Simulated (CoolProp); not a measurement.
Properties of sulfur hexafluoride along the isobar 4400 kPa.

Model: reference Helmholtz-energy equation of state, Guder 2009, in CoolProp.

| T (K) | phase | density (kg/m³) | speed of sound (m/s) | expansivity (1/kK) | Prandtl number |
|---|---|---|---|---|---|
| 303.2 | liquid | 1362 | 227.5 | 7.748 | (withheld) |
| 315.6 | liquid | (withheld) | 157.9 | 15.19 | 2.84 |
| 328 | supercritical | 620.0 | 79.53 | 88.17 | 3.68 |
| 340.4 | supercritical | 397.4 | 96.69 | 18.44 | 1.27 |
| 352.7 | supercritical | 334.1 | 108.0 | 11.18 | 1.05 |
| 365.1 | supercritical | 296.7 | 116.7 | 8.286 | 0.964 |
| 377.5 | supercritical | 270.6 | 123.9 | 6.705 | 0.916 |
| 389.9 | supercritical | 250.7 | 130.2 | 5.695 | 0.883 |
| 402.2 | supercritical | 234.8 | (withheld) | 4.993 | 0.858 |
| 414.6 | supercritical | 221.4 | 140.7 | 4.465 | 0.838 |
| 427 | supercritical | 210.1 | 145.3 | 4.055 | (withheld) |
| 439.4 | supercritical | (withheld) | 149.6 | (withheld) | 0.806 |
| 451.7 | supercritical | 191.6 | (withheld) | 3.456 | 0.793 |
| 464.1 | supercritical | (withheld) | 157.4 | 3.227 | 0.782 |

**Question.** What belongs in the gaps?

**Answer.** 
- 303.2, Prandtl number: 2.70
- 315.6, density (kg/m³): 1195
- 402.2, speed of sound (m/s): 135.7
- 427, Prandtl number: 0.820
- 439.4, density (kg/m³): 200.2
- 439.4, expansivity (1/kK): 3.725
- 451.7, speed of sound (m/s): 153.6
- 464.1, density (kg/m³): 183.8

Viscosity comes from a separate model (Quiñones-Cisneros 2012). Thermal conductivity comes from a separate model (Assael 2012).
